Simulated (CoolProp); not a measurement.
Computed with CoolProp (reference Helmholtz-energy equation of state, McLinden 2015).

**Question.** For the fluoroketone C6F12O (FK-5-1-12), give the phase and the speed of sound (m/s), Joule-Thomson coefficient (K/MPa) at 110.55 °C and 9.35 MPa; 110.55 °C and 16.8 MPa.

**Answer.** 
- 110.55 °C and 9.35 MPa: liquid; speed of sound 372, Joule-Thomson coefficient -0.115
- 110.55 °C and 16.8 MPa: liquid; speed of sound 440, Joule-Thomson coefficient -0.210
